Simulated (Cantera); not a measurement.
Feed: 1 mol CaO, 19 mol HF, 7 mol H2, 1.4 mol NF3, at 1775 K and 110 Pa.

These are equilibrium values from Cantera (NASA tables, ideal gas, pure condensed phases), not measurements of a reactor. Candidate condensed phases: Ca, CaF2, CaO, Ca(OH)2, H2O; 47 gas species. Equilibrium is a limit: real reactors are often held back by kinetics, nucleation or transport.

Base state: HF 0.735, H2 0.168, H2O 0.0346, CaF2 0.0346, N2 0.0243, H 0.00358, CaF 6.81e-5, OH 4.59e-5 (mole fractions); condensed: gas only.

Problem. What changes in the equilibrium state with this change: temperature from 1775 K to 1473 K?

Solution. 
```tsv
species	before	after
HF	0.735	0.762
H2	0.168	0.176
H2O	0.0346	0.0359
CaF2	0.0346	0.00110
N2	0.0243	0.0251
CaF	6.81e-5	8.32e-8
OH	4.59e-5	8.50e-7
CaF2(s), mol	0	0.969
```

Problem. What changes in the equilibrium state with this change: temperature from 1775 K to 1473.15 K?

Solution. 
```tsv
species	before	after
HF	0.735	0.762
H2	0.168	0.176
H2O	0.0346	0.0359
CaF2	0.0346	0.00111
N2	0.0243	0.0251
CaF	6.81e-5	8.36e-8
OH	4.59e-5	8.52e-7
CaF2(s), mol	0	0.969
```

Problem. What changes in the equilibrium state with this change: temperature from 1775 K to 1875 K?

Solution. 
```
species   before     after
-------  -------  --------
HF         0.735     0.733
H2         0.168     0.165
H2O       0.0346    0.0344
H        0.00358   0.00804
CaF2      0.0346    0.0344
N2        0.0243    0.0242
OH       4.59e-5  0.000130
CaF      6.81e-5  0.000156
```
